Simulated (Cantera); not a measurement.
An isothermal, constant-pressure homogeneous reactor starts with 0.725 % H2, 99.3 % O2, equivalence ratio 0.0037, at 998 K and 0.00247 atm.

Cantera simulation using the H2/O2 subset of GRI-Mech 3.0, which has no nitrogen chemistry; the numbers are that mechanism's predictions, not measurements. Radical loss at walls, strong at low pressure, is not modelled.

x: mole fraction; the columns are a selection and need not sum to one.

```csv
t (s),x H2,x O2,x OH,x H,x H2O,x HO2,x H2O2
2.00e-5,0.00725,0.993,<1e-12,<1e-12,<1e-12,<1e-12,<1e-12
5.90e-5,0.00725,0.993,<1e-12,<1e-12,<1e-12,<1e-12,<1e-12
0.000174,0.00725,0.993,<1e-12,1.91e-12,<1e-12,2.16e-12,<1e-12
0.000514,0.00725,0.993,1.80e-12,4.59e-12,<1e-12,6.37e-12,<1e-12
0.00152,0.00725,0.993,1.05e-11,8.88e-12,1.74e-12,1.88e-11,<1e-12
0.00447,0.00725,0.993,4.75e-11,1.76e-11,2.51e-11,5.56e-11,<1e-12
0.0132,0.00725,0.993,2.77e-10,7.06e-11,3.73e-10,1.65e-10,<1e-12
0.0389,0.00725,0.993,___,___,___,5.46e-10,<1e-12
0.115,0.00659,0.992,0.000217,6.93e-5,0.000511,4.17e-7,1.78e-9
0.339,2.71e-5,0.987,0.000275,0.000393,0.00689,3.38e-7,2.63e-9
1.00,1.84e-5,0.988,0.000231,0.000249,0.00700,2.94e-7,2.47e-9
```

Q: Fill in the missing entries.

A: 
- 0.0389, x OH: 1.03e-8
- 0.0389, x H: 2.42e-9
- 0.0389, x H2O: 2.11e-8
